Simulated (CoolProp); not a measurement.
A single-stage vapour-compression cycle with fluoroethane (R161): evaporating at 217.15 K (dew point), condensing at 273.15 K (bubble point), superheat 5 K, subcooling 5 K, compressor efficiency 0.8, no pressure losses. Each further row changes one setting.

The numbers come from the reference Helmholtz-energy equation of state, Wu 2012 in CoolProp.

```
case                              cooling COP  pressure ratio  discharge temperature (K)  refrigerating effect (kJ/kg)  volumetric capacity (kJ/m³)
--------------------------------  -----------  --------------  -------------------------  ----------------------------  ---------------------------
as stated                          (withheld)            10.9                      341.5                           347                          367
evaporating temperature 222.15 K         2.94            8.35                 (withheld)                    (withheld)                          478
condensing temperature 268.15 K          2.87            9.24                 (withheld)                           358                          378
subcooling 10 K                    (withheld)            10.9                      341.5                           358                          378
superheat 15 K                           2.53            10.9                      352.8                           358                          361
compressor efficiency 0.7          (withheld)            10.9                 (withheld)                           347                          367
```

### Question
Complete the blanks.

### Answer

- as stated, cooling COP: 2.56
- evaporating temperature 222.15 K, discharge temperature (K): 333.7
- evaporating temperature 222.15 K, refrigerating effect (kJ/kg): 352
- condensing temperature 268.15 K, discharge temperature (K): 332.7
- subcooling 10 K, cooling COP: 2.64
- compressor efficiency 0.7, cooling COP: 2.24
- compressor efficiency 0.7, discharge temperature (K): 354.8
